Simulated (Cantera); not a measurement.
Silicon nitride deposition: trisilylamine + NH3 + H2

Feed: 1 mol trisilylamine, 5.2 mol NH3, 3 mol H2, equilibrated at 7.50 Torr.

These are equilibrium values from Cantera (NASA tables, ideal gas, pure condensed phases), not measurements of a reactor. Candidate condensed phases: Si, Si3N4; 18 gas species. The feed counts by its element totals alone. Mutual solubility and eutectic melting of coexisting phases are not modelled. Gases not in the tables: Si2H6 and higher silanes. Equilibrium is a limit: real reactors are often held back by kinetics, nucleation or transport.

From 700 K to 1600 K the condensed part is Si3N4(s). At 1700 K the condensed part is Si(l) + Si3N4(s).

```json
[
 {"T (K)": "700", "log p H2": "-2.03", "log p N2": "-3.17", "log p H": "<-14", "log p Si": "<-14", "n Si3N4(s)": "1.00", "n Si(l)": "0"},
 {"T (K)": "800", "log p H2": "-2.03", "log p N2": "-3.17", "log p H": "-12.55", "log p Si": "<-14", "n Si3N4(s)": "1.00", "n Si(l)": "0"},
 {"T (K)": "900", "log p H2": "-2.03", "log p N2": "-3.17", "log p H": "-10.95", "log p Si": "<-14", "n Si3N4(s)": "1.00", "n Si(l)": "0"},
 {"T (K)": "1000", "log p H2": "-2.03", "log p N2": "-3.17", "log p H": "-9.66", "log p Si": "<-14", "n Si3N4(s)": "1.00", "n Si(l)": "0"},
 {"T (K)": "1100", "log p H2": "-2.03", "log p N2": "-3.17", "log p H": "-8.60", "log p Si": "<-14", "n Si3N4(s)": "1.00", "n Si(l)": "0"},
 {"T (K)": "1200", "log p H2": "-2.03", "log p N2": "-3.17", "log p H": "-7.72", "log p Si": "<-14", "n Si3N4(s)": "1.00", "n Si(l)": "0"},
 {"T (K)": "1300", "log p H2": "-2.03", "log p N2": "-3.17", "log p H": "-6.97", "log p Si": "-12.45", "n Si3N4(s)": "1.00", "n Si(l)": "0"},
 {"T (K)": "1400", "log p H2": "-2.03", "log p N2": "-3.17", "log p H": "-6.33", "log p Si": "-10.46", "n Si3N4(s)": "1.00", "n Si(l)": "0"},
 {"T (K)": "1500", "log p H2": "-2.03", "log p N2": "-3.17", "log p H": "-5.77", "log p Si": "-8.74", "n Si3N4(s)": "1.000", "n Si(l)": "0"},
 {"T (K)": "1600", "log p H2": "-2.03", "log p N2": "-3.17", "log p H": "-5.28", "log p Si": "-7.24", "n Si3N4(s)": "1.000", "n Si(l)": "0"},
 {"T (K)": "1700", "log p H2": "-2.07", "log p N2": "-2.81", "log p H": "-4.87", "log p Si": "-6.17", "n Si3N4(s)": "0.135", "n Si(l)": "2.59"}
]
```
log p: log10 of the partial pressure in bar; n: condensed amount in mol.
